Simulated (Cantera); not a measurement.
Charge: 1 mol Si, 3.7 mol HF, held at 350 °C and 3.80 Pa.

Cantera equilibrium calculation (NASA polynomials, part measured and part estimated; ideal gas, pure solids and liquids). Candidate condensed phases: Si; 25 gas species. Kinetics and transport are ignored.

Base state: H₂ 0.666, SiF₄ 0.332, SiHF₃ 0.00166 (mole fractions); condensed: Si(s).

Question: What changes in the equilibrium state with this change: temperature from 350 °C to 752 °C?

Answer: 
```json
[
 {"species": "H₂", "before": "0.666", "after": "0.665"},
 {"species": "SiF₄", "before": "0.332", "after": "0.327"},
 {"species": "SiF₃", "before": "4.03e-7", "after": "0.00499"},
 {"species": "SiF₂", "before": "<1e-9", "after": "0.000146"},
 {"species": "HF", "before": "1.30e-8", "after": "0.000245"},
 {"species": "SiH₂F₂", "before": "5.85e-6", "after": "1.31e-5"},
 {"species": "Si(s), mol", "before": "0.0738", "after": "0.0695"}
]
```
The tables' values for SiF₃, SiF₂ are old estimates; treat these amounts as uncertain.

Question: What changes in the equilibrium state with this change: HF from 3.7 to 15 mol?

Answer: 
```
species      before   after
----------  -------  ------
HF          1.30e-8   0.786
H₂            0.666   0.143
SiF₄          0.332  0.0714
SiHF₃       0.00166   <1e-9
Si(s), mol   0.0738       0
```

Question: What changes in the equilibrium state with this change: HF from 3.7 to 8.2 mol?

Answer: 
```tsv
species	before	after
HF	1.30e-8	0.583
H₂	0.666	0.278
SiF₄	0.332	0.139
SiHF₃	0.00166	<1e-9
Si(s), mol	0.0738	0
```
